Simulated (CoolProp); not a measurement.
Aqueous ethylene glycol as a coolant, 47 % by mass, freezing at -32.0 °C, 1 atm.

Computed with CoolProp (Melinder's fits for secondary coolants).

```
T (°C)  density (kg/m³)  Prandtl number  viscosity (mPa s)  cp (kJ/(kg K))
------  ---------------  --------------  -----------------  --------------
-22.6              1079             194                [?]           3.150
-13.1               [?]             114               13.5           3.202
-3.5               1072            71.4               8.43           3.254
6.1                1068            47.4               5.60           3.304
15.7               1063            33.2                [?]           3.353
25.3               1058            24.4               2.89             [?]
34.9               1053            18.6               2.21           3.445
```

Task: Fill in the missing entries.

Result: 
- -22.6, viscosity (mPa s): 22.9
- -13.1, density (kg/m³): 1075
- 15.7, viscosity (mPa s): 3.93
- 25.3, cp (kJ/(kg K)): 3.400
